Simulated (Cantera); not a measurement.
Standard-state values (1 bar) from the NASA 1993 polynomials, evaluated with Cantera. Values are per mole of reaction as written; species without (g) are pure solids or liquids, kept so even where they would boil at 1 bar.

3 SiH4(g) + SiCl4(g) ⇌ 4 Cl(g) + 4 SiH3(g)

| T (K) | ΔH° (kJ) | ΔS° (J/K) | ΔG° (kJ) | log10 K |
|---|---|---|---|---|
| 300 | [?] | [?] | [?] | [?] |
| 773 | 1888.4 | 595.0 | 1428.4 | -96.52 |
| 873 | [?] | [?] | [?] | [?] |
| 973 | 1889.0 | 595.8 | 1309.3 | -70.29 |
| 1073 | 1889.1 | 595.8 | 1249.8 | -60.84 |
| 1173 | 1889.0 | 595.7 | 1190.2 | -53.00 |
| 1273 | [?] | [?] | [?] | [?] |
| 1373 | 1888.3 | 595.2 | 1071.1 | -40.75 |
| 1473 | 1887.7 | 594.8 | 1011.6 | -35.87 |

**Question.** Fill in the missing entries.

**Answer.** 
- 300, ΔH° (kJ): 1882.5
- 300, ΔS° (J/K): 582.0
- 300, ΔG° (kJ): 1707.9
- 300, log10 K: -297.37
- 873, ΔH° (kJ): 1888.8
- 873, ΔS° (J/K): 595.5
- 873, ΔG° (kJ): 1368.9
- 873, log10 K: -81.91
- 1273, ΔH° (kJ): 1888.7
- 1273, ΔS° (J/K): 595.5
- 1273, ΔG° (kJ): 1130.6
- 1273, log10 K: -46.39
